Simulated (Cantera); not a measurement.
Al(CH3)3 + N2O + N2 + O2 (aluminium nitride and oxide growth)

Input: 1 mol Al(CH3)3, 6.4 mol N2O, 8.9 mol N2, 10 mol O2, held at 0.00710 bar.

Cantera equilibrium calculation (NASA polynomials, part measured and part estimated; ideal gas, pure solids and liquids). Candidate condensed phases: Al, AlN, Al2O3, C, C6H6, C7H8, C8H18, H2O; 148 gas species. The feed counts by its element totals alone. Rates play no part.

```tsv
T (K)	log p N2	log p O2	log p H2O	log p CO2	log p NO	log p OH	n Al2O3(s)
1223	-2.44	-2.77	-2.97	-3.15	-5.85	-6.90	0.500
1273	-2.44	-2.77	-2.97	-3.15	-5.69	-6.63	0.500
1323	-2.44	-2.77	-2.97	-3.15	-5.55	-6.37	0.500
1373	-2.44	-2.77	-2.97	-3.15	-5.42	-6.14	0.500
1423	-2.44	-2.77	-2.97	-3.15	-5.30	-5.92	0.500
1473	-2.44	-2.77	-2.97	-3.15	-5.19	-5.72	0.500
1523	-2.44	-2.77	-2.97	-3.15	-5.08	-5.53	0.500
1573	-2.44	-2.77	-2.97	-3.15	-4.98	-5.35	0.500
1623	-2.44	-2.77	-2.97	-3.15	-4.89	-5.19	0.500
1673	-2.44	-2.77	-2.97	-3.15	-4.80	-5.03	0.500
1723	-2.44	-2.77	-2.98	-3.15	-4.72	-4.88	0.500
```
log p: log10 of the partial pressure in bar; n: condensed amount in mol.

From 1223 K to 1723 K the condensed part is Al2O3(s).
